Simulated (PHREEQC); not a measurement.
# Ultrapure water in contact with air or piping: speciation

Model water analysis in mmol/kgw, 46 °C, pH 7.58, pe 11: Na 0.0178; K 0.000473; Ca 0.00702; Mg 0.00216; Cl 0.00526; S(6) 0.00131; Alkalinity (meq/kgw) 0.0294; B 9.46e-05; Cu(2) 5.51e-05.

Valence states are taken as typed.

All values are PHREEQC results (ion-association model, wateq4f.dat), not measurements.

```
Property                       Result
--------------------  ---------------
ionic strength        4.75e-5 mol/kgw
charge-balance error           -0.7 %
```

| species | molality | activity | log γ |
|---|---|---|---|
| HCO3- | 2.76e-5 | 2.73e-5 | -0.004 |
| Na+ | 1.78e-5 | 1.76e-5 | -0.004 |
| Ca+2 | 7.01e-6 | 6.78e-6 | -0.014 |
| O2 | 5.51e-6 | 5.51e-6 | 0.000 |
| Cl- | 5.26e-6 | 5.22e-6 | -0.004 |
| Mg+2 | 2.16e-6 | 2.09e-6 | -0.014 |
| OH- | 1.60e-6 | 1.59e-6 | -0.004 |
| CO2 | 1.40e-6 | 1.40e-6 | 0.000 |
| SO4-2 | 1.31e-6 | 1.26e-6 | -0.014 |
| K+ | 4.73e-7 | 4.69e-7 | -0.004 |
| H3BO3 | 9.17e-8 | 9.17e-8 | 0.000 |
| CO3-2 | 6.92e-8 | 6.69e-8 | -0.014 |
| Cu(OH)2 | 5.20e-8 | 5.20e-8 | 0.000 |
| H+ | 2.65e-8 | 2.63e-8 | -0.004 |

No solid was allowed to form. Species that the database lacks are ignored. Constants without temperature data keep their 25 °C values here. The database's constant for dissolved Cu(OH)2 is higher than later reviews accept.
